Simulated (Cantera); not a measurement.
What does this Cantera script print?

```python
import numpy as np
import cantera as ct

gas_names = """
    CL CLO CL2 Mg MgCL MgCL2 MgO Mg2 O O2 O3 Si SiCL SiCL2 SiCL3 SiCL4 SiO SiO2 Si2 Si3
""".split()
cond_names = """
    Mg(cr) Mg(L) MgCL2(s) MgCL2(L) MgO(s) MgO(L) MgSiO3(I) MgSiO3(II) MgSiO3(III) MgSiO3(L) Mg2SiO4(s)
    Mg2SiO4(L) Si(cr) Si(L) SiO2(Lqz) SiO2(hqz) SiO2(L)
""".split()


# ... load() reads the species with a 1 bar reference pressure and builds the phases ...
atoms = {
    'MgO': {'Mg': 1, 'O': 1},
    'Cl2': {'CL': 2},
    'SiCl4': {'Si': 1, 'CL': 4},
}
top_T = {}  # K; cautious upper limits of use, not melting points


# ... equilibrate(T, P, feed) seeds the gas with the atoms and calls Mixture.equilibrate('TP', solver="vcs", rtol=1e-11, max_steps=5000) ...
results = []
feed = {'MgO': 1, 'Cl2': 2.3, 'SiCl4': 3.8}  # mol
T = 948.15  # K
P = 20000  # Pa
mix = equilibrate(T, P, feed)
results.append((T, P, feed, dict(zip(mix.species_names, mix.species_moles))))
print(gas.report(threshold=0.0001))
for i in range(1, mix.n_phases):
    print(f"{mix.phase(i).name:16s} {mix.phase_moles(i):12.5e} mol")
```

Result:

```
       temperature   948.15 K
          pressure   20000 Pa
           density   0.3278 kg/m^3
  mean mol. weight   129.21 kg/kmol
   phase of matter   gas

                          1 kg             1 kmol
                     ---------------   ---------------
          enthalpy       -2.6462e+06       -3.4191e+08  J
   internal energy       -2.7072e+06       -3.4979e+08  J
           entropy            3026.4        3.9103e+05  J/K
    Gibbs function       -5.5156e+06       -7.1266e+08  J
 heat capacity c_p            600.71             77617  J/K
 heat capacity c_v            536.36             69302  J/K

                      mass frac. Y      mole frac. X     chem. pot. / RT
                     ---------------   ---------------   ---------------
                CL        6.7438e-05         0.0002458           -15.674
               CL2           0.22523           0.41045           -31.349
             MgCL2        0.00015887        0.00021561           -96.524
             SiCL4           0.77455           0.58909           -131.57
     [  +16 minor]        2.4804e-10        2.4732e-10

Mg(L)             0.00000e+00 mol
MgCL2(s)          9.98792e-01 mol
MgO(s)            0.00000e+00 mol
MgSiO3(II)        0.00000e+00 mol
Mg2SiO4(s)        0.00000e+00 mol
Si(cr)            0.00000e+00 mol
SiO2(hqz)         5.00000e-01 mol
```

Equilibrium computed with Cantera from the NASA thermochemical tables; the gas is ideal and each condensed phase is pure. Condensed phases not in the tables: alloys, solid solutions and most ternary compounds.
